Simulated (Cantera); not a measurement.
A perfectly stirred reactor is fed with 45.2 % N2O, 0.542 % H2, 54.2 % N2, at 90.0 Torr; it is held at 1423 K, and followed from long to short residence time.

Cantera simulation using GRI-Mech 3.0 (53 species, 325 reactions); the numbers are that mechanism's predictions, not measurements. GRI-Mech 3.0 was tuned for natural gas; its chemistry of N2O as a main component is partial and can be far from experiment. The temperature is held fixed by assumption; the heat of reaction is taken as removed at once.

**Question.** Predict: x(N2O) at τ = 0.360 s; x(H2) at τ = 0.360 s; x(H2O) at τ = 0.360 s; x(O2) at τ = 0.360 s; x(NO) at τ = 0.360 s; x(N2O) at τ = 7.10 ms; x(H2) at τ = 7.10 ms; x(H2O) at τ = 7.10 ms; x(O2) at τ = 7.10 ms; x(NO) at τ = 7.10 ms.

**Answer.** 
| Property | Result |
|---|---|
| x(N2O) at τ = 0.360 s | 0.209 |
| x(H2) at τ = 0.360 s | 4.88e-5 |
| x(H2O) at τ = 0.360 s | 0.00482 |
| x(O2) at τ = 0.360 s | 0.0791 |
| x(NO) at τ = 0.360 s | 0.0363 |
| x(N2O) at τ = 7.10 ms | 0.438 |
| x(H2) at τ = 7.10 ms | 0.00134 |
| x(H2O) at τ = 7.10 ms | 0.00400 |
| x(O2) at τ = 7.10 ms | 0.00324 |
| x(NO) at τ = 7.10 ms | 0.00150 |
